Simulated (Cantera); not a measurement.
Input: 1 mol B, 0.18 mol NH₃, 0.63 mol H₂, equilibrated at 1100 °C and 368 Torr.

Cantera equilibrium calculation (NASA polynomials, part measured and part estimated; ideal gas, pure solids and liquids). Candidate condensed phases: B, BN; 15 gas species. Mutual solubility and eutectic melting of coexisting phases are not modelled. Kinetics and transport are ignored.

Base state: H₂ 1.000 (mole fractions); condensed: B(s) + BN(s).

Problem. What changes in the equilibrium state with this change: 0.13 mol O₂ added?

Solution. 
| species | before | after |
|---|---|---|
| H₂ | 1.000 | 0.994 |
| B₃O₃H₃ | 0 | 0.00484 |
| HBO | 0 | 0.00113 |
| HBO₂ | 0 | 2.06e-5 |
| B₂O₂ | 0 | 1.39e-5 |
| B(s), mol | 0.820 | 0.642 |
| BN(s), mol | 0.180 | 0.180 |
| B₂O₃(l), mol | 0 | 0.0820 |
Further candidate phases: B₂O₃, B₃O₃H₃, H₂O.
